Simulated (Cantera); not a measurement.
# Equilibrium for boron, boron nitride and boron oxide: borazine + N2

Charge: 1 mol borazine, 2.2 mol N2, held at 2423 K and 133 Pa.

Cantera equilibrium calculation (NASA polynomials, part measured and part estimated; ideal gas, pure solids and liquids). Candidate condensed phases: B, BN; 15 gas species. The feed counts by its element totals alone. The tables' values for BH2 are old estimates; treat these amounts as uncertain. Kinetics and transport are ignored.

The x(N2) is 0.467 and the x(H2) is 0.255. The x(H) is 0.245 and the x(B) comes out as 0.0303. The x(BH2) is 0.000811. The x(BH) comes out as 0.000355 and the x(BN) is 0.000332. The x(B2) comes out as 4.23e-6. The x(N) comes out as 2.62e-6, the n(B(l)) comes out as 2.75 mol and the gas amount is 7.914 mol.
